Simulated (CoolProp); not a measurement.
Model: reference Helmholtz-energy equation of state, Gao 2016, in CoolProp.

Give the vapour pressure (kPa), liquid density (kg/m³), enthalpy of vaporisation (kJ/kg), liquid cp (kJ/(kg K)) of saturated sulfur dioxide at 39.25, 73.65, 93.25 °C.


| T (°C) | p (kPa) | liquid density (kg/m³) | enthalpy of vaporisation (kJ/kg) | liquid cp (kJ/(kg K)) |
|---|---|---|---|---|
| 39.25 | 616 | 1330 | 341 | 1.42 |
| 73.65 | 1550 | 1220 | 299 | 1.52 |
| 93.25 | 2410 | 1140 | 269 | 1.64 |
